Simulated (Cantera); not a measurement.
Transport properties of process gases

Gas mixture: CO : C3H8 = 0.63 : 0.71 (molar parts), at 1000 Pa, frozen composition.

Cantera's kinetic-theory transport with the Lennard-Jones parameters of GRI-Mech 3.0, ideal gas; thermal conductivity in the mixture-averaged form. The composition is frozen, though it would react at the higher temperatures.

```csv
T (K),ρ (kg/m³),cp (J/kg/K),μ (µPa s),λ (mW/m/K),Pr,D (cm²/s) CO2,D (cm²/s) H,D (cm²/s) C2H2
400,0.0110,1743,14.3,31.2,0.797,18.3,145,19.9
650,0.00676,2368,21.0,57.0,0.873,44.1,341,47.8
900,0.00488,2817,26.7,82.0,0.917,78.0,597,84.1
1150,0.00382,3120,31.7,105,0.937,119,904,128
1400,0.00314,3342,36.2,127,0.950,166,1260,178
1650,0.00266,3515,40.4,148,0.961,219,1660,235
1900,0.00231,3648,44.4,167,0.968,277,2090,297
```
D: mixture-averaged diffusion coefficient of that species in the mixture.
